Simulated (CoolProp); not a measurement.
A single-stage vapour-compression cycle with R142b: evaporating at 325.15 K (dew point), condensing at 370.15 K (bubble point), superheat 5 K, subcooling 5 K, compressor efficiency 0.7, no pressure losses. Each further row changes one setting.

Model: reference Helmholtz-energy equation of state, Lemmon 2006, in CoolProp. It is a short technical equation, of lower accuracy than the large ones.

| case | cooling COP | pressure ratio | discharge temperature (K) | refrigerating effect (kJ/kg) | volumetric capacity (kJ/m³) |
|---|---|---|---|---|---|
| as stated | 3.90 | 2.72 | 382.2 | 128 | 3940 |
| evaporating temperature 330.15 K | 4.58 | [?] | 381.3 | 131 | [?] |
| condensing temperature 365.15 K | 4.58 | 2.47 | 376.6 | 136 | 4180 |
| subcooling 10 K | 4.15 | 2.72 | 382.2 | 136 | 4180 |
| superheat 15 K | 3.98 | 2.72 | 391.9 | 138 | [?] |
| compressor efficiency 0.6 | [?] | 2.72 | [?] | 128 | 3940 |

Complete the blanks.


- evaporating temperature 330.15 K, pressure ratio: 2.40
- evaporating temperature 330.15 K, volumetric capacity (kJ/m³): 4570
- superheat 15 K, volumetric capacity (kJ/m³): 4050
- compressor efficiency 0.6, cooling COP: 3.35
- compressor efficiency 0.6, discharge temperature (K): 386.5
